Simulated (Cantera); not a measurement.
# Adiabatic ignition

An adiabatic, constant-volume homogeneous reactor starts with CO : H₂ : O₂ : N₂ = 1 : 1.2 : 1.21 : 3.51 (molar parts), at 1748 K and 1.00 bar.

Cantera simulation using GRI-Mech 3.0 (53 species, 325 reactions); the numbers are that mechanism's predictions, not measurements. Above 3000 K some thermodynamic fits are extrapolated.

```csv
t (s),T (K),P (bar),x CO,x H₂,x O₂,x O,x H₂O₂,x NO₂,x NO
1.00e-6,1748,1.000,0.145,0.173,0.175,1.45e-6,2.48e-8,<1e-12,<1e-12
3.98e-6,1749,1.00,0.144,0.171,0.174,0.000328,2.00e-7,<1e-12,1.03e-10
1.59e-5,2204,1.23,0.0941,0.0298,0.0642,0.0447,3.70e-7,5.25e-9,3.71e-5
6.32e-5,2903,1.55,0.0888,0.0240,0.0559,0.0259,4.46e-7,3.44e-7,0.00113
0.000252,3012,1.59,0.0864,0.0225,0.0507,0.0213,6.77e-7,3.77e-6,0.0107
0.00100,3005,1.59,0.0866,0.0227,0.0476,0.0201,6.53e-7,6.48e-6,0.0188
0.00399,3005,1.59,0.0866,0.0227,0.0475,0.0201,6.53e-7,6.55e-6,0.0190
0.0159,3005,1.59,0.0866,0.0227,0.0475,0.0201,6.53e-7,6.55e-6,0.0190
0.0633,3005,1.59,0.0866,0.0227,0.0475,0.0201,6.53e-7,6.55e-6,0.0190
0.252,3005,1.59,0.0866,0.0227,0.0475,0.0201,6.53e-7,6.55e-6,0.0190
1.00,3005,1.59,0.0866,0.0227,0.0475,0.0201,6.53e-7,6.55e-6,0.0190
4.00,3005,1.59,0.0866,0.0227,0.0475,0.0201,6.53e-7,6.55e-6,0.0190
```
x: mole fraction; the columns are a selection and need not sum to one.

| Quantity | Value |
|---|---|
| time of steepest temperature rise | 7.13 µs |
| temperature at 4.00 s | 3005 K |
| equilibrium temperature | 3005 K |
| x(CO) at 4.00 s | 0.0866 (gas-phase equilibrium 0.0866) |
| x(H₂) at 4.00 s | 0.0227 (gas-phase equilibrium 0.0227) |
| x(O₂) at 4.00 s | 0.0475 (gas-phase equilibrium 0.0475) |
